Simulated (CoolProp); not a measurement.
Vapour pressure (kPa) of oxygen: the reference equation beside estimates from Tc = 154.6 K, pc = 5046 kPa, ω = 0.022. Clausius-Clapeyron is anchored at 91.5 K with a constant enthalpy of vaporisation of 6.776 kJ/mol.

Computed with CoolProp (reference Helmholtz-energy equation of state, Schmidt 1985).

```csv
T (K),reference,Clausius-Clapeyron,van der Waals,Redlich-Kwong,Soave-Redlich-Kwong
87.4,74.95,76.37,308.2,53.75,72.92
91.5,116.0,116.0,404.9,89.38,113.6
95.6,172.4,169.9,520.6,140.9,169.9
99.7,247.7,241.3,656.8,212.1,245.3
103.9,347.9,335.8,819.1,309.9,346.3
108,472.2,452.2,1001,433.8,471.8
112.1,626.3,596.0,1208,590.0,628.1
116.3,819.4,774.9,1446,787.8,824.1
120.4,1046,983.7,1706,1022,1055
```

Absolute difference from the reference over all 9 rows, mean and median: Clausius-Clapeyron 3.3 and 3.5 %, van der Waals 156.4 and 135.4 %, Redlich-Kwong 12.8 and 10.9 %, Soave-Redlich-Kwong 1.1 and 0.9 %.
